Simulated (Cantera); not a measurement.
## Diamond growth

A diamond (100) surface in a fixed gas of H2 with x(CH4) = 0.027, x(CH3) = 0.0001, at 998 K, 24.0 Torr; coverages are run to steady state.

Model: the Harris–Goodwin 1993 mechanism for the reconstructed diamond (100) surface, integrated in Cantera.

```csv
x(H),growth (µm/h),θ c6HH,θ c6H*,θ c6*H,θ c6**,θ c6HM
0.0001,0.302,0.550,0.0145,0.299,0.00388,0.0963
0.00025,0.626,0.546,0.0156,0.321,0.00596,0.0807
0.00065,1.04,0.562,0.0166,0.343,0.00771,0.0519
0.0017,1.37,0.579,0.0174,0.358,0.00879,0.0262
0.0042,1.54,0.590,0.0178,0.367,0.00931,0.0120
0.011,1.63,0.595,0.0181,0.371,0.00956,0.00485
0.027,1.67,0.597,0.0183,0.373,0.00967,0.00202
0.07,1.69,0.598,0.0186,0.373,0.00975,0.000787
0.18,1.70,0.598,0.0193,0.372,0.00987,0.000308
```
θ: site fractions in the mechanism's names (c6HH fully hydrogenated, c6H* and c6*H radical sites, c6** diradical, c6HM methylated).
